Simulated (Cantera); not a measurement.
**Stirred combustor or abatement burner**

A perfectly stirred reactor is fed with CH4 : O2 : N2 : H2O = 1 : 5 : 18.8 : 1.9 (molar parts), equivalence ratio 0.40, at 1.00 atm; it is adiabatic with a 425 K inlet, and is followed from long to short residence time, starting on the burning branch (τ in s: 0.33, 0.11, 0.038, 0.013, 0.0045, 0.0015, 0.00052, 0.00018, 6.1e-05).

Computed with Cantera and GRI-Mech 3.0 (53 species, 325 reactions).

```tsv
τ (s)	T (K)	x CH4	x O2	x H2O	x N2O	x OH	x NO	x CH3
0.33	1305	4.52e-5	0.113	0.146	6.29e-7	9.67e-5	1.29e-7	3.74e-6
0.11	1300	0.000104	0.113	0.146	5.95e-7	0.000120	8.72e-8	7.76e-6
0.038	1283	0.000284	0.114	0.145	4.35e-7	0.000122	4.30e-8	1.64e-5
0.013	425	0.0375	0.187	0.0712	<1e-12	<1e-12	<1e-12	<1e-12
0.0045	425	0.0375	0.187	0.0712	<1e-12	<1e-12	<1e-12	<1e-12
0.0015	425	0.0375	0.187	0.0712	<1e-12	<1e-12	<1e-12	<1e-12
0.00052	425	0.0375	0.187	0.0712	<1e-12	<1e-12	<1e-12	<1e-12
0.00018	425	0.0375	0.187	0.0712	<1e-12	<1e-12	<1e-12	<1e-12
6.1e-5	425	0.0375	0.187	0.0712	<1e-12	<1e-12	<1e-12	<1e-12
```
x: mole fraction; the columns are a selection and need not sum to one.
